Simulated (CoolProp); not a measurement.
Values from CoolProp's reference Helmholtz-energy equation of state, Gedanitz 2015.

Question: For cyclopentane, give the phase and the conductivity (mW/(m K)) at 378.7 K and 0.18 bar.

Answer: 
- 378.7 K and 0.18 bar: gas; conductivity 19.5

Thermal conductivity comes from a separate model (Vassiliou 2015).
